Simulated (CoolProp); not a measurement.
Vapour-liquid equilibrium of R13 (1) + R113 (2) at -17.35 °C; x and y are mole fractions of (1).

Model: multi-fluid Helmholtz-energy mixture model, Platzer 1990 and Marx 1992; pair parameters Bell 2016, in CoolProp. This equation is an older, rougher fit; its heat capacities, sound speeds and derivatives of the liquid may be far off and weren't checked against measurements.

Give the bubble pressure and the first vapour's composition at x = 0.05, 0.2, 0.8. Is there an azeotrope?

x = 0.05: 0.9110 bar, y = 0.934; x = 0.2: 3.164 bar, y = 0.981; x = 0.8: 9.764 bar, y = 0.996. No azeotrope shows between x = 0.05 and 0.95.

Pair parameters are fitted to limited data, so mixtures are less certain than the pure fluids. The gap from Raoult's law changes sign with composition, which may be real or a fault of the pair parameters; it wasn't checked against measurements.
